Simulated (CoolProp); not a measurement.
Vapour pressure (kPa) of nitrogen: the reference equation beside estimates from Tc = 126.2 K, pc = 3396 kPa, ω = 0.037. Clausius-Clapeyron is anchored at 87.7 K with a constant enthalpy of vaporisation of 5.163 kJ/mol.

Computed with CoolProp (reference Helmholtz-energy equation of state, Span 2000).

```
T (K)  reference  Lee-Kesler  Clausius-Clapeyron  van der Waals  Redlich-Kwong  Soave-Redlich-Kwong  Peng-Robinson
-----  ---------  ----------  ------------------  -------------  -------------  -------------------  -------------
72.7       56.34       55.89               68.32          232.4          44.79                55.34          57.42
76.5       91.50       90.98               104.4          313.0          77.42                90.31          92.70
80.2       139.9       139.4               151.9          408.0          124.1                138.7          141.2
84         207.6       207.3               215.6          524.0          191.3                206.7          208.8
87.7       294.4       294.4               294.4          656.1          279.3                294.2          295.7
91.5       409.0       409.3               395.1          812.7          396.9                410.0          410.2
95.2       548.9       549.3               514.3          986.7          541.8                551.9          550.4
99         725.7       726.0               660.7           1189          725.6                731.5          727.8
102.7      934.0       933.9               828.2           1409          942.3                943.5          937.2
106.5       1189        1188                1028           1660           1207                 1203           1194
```

Absolute difference from the reference over all 10 rows, mean and median: Lee-Kesler 0.2 and 0.1 %, Clausius-Clapeyron 9.1 and 8.8 %, van der Waals 135.4 and 110.8 %, Redlich-Kwong 6.7 and 4.0 %, Soave-Redlich-Kwong 0.8 and 0.8 %, Peng-Robinson 0.7 and 0.4 %.
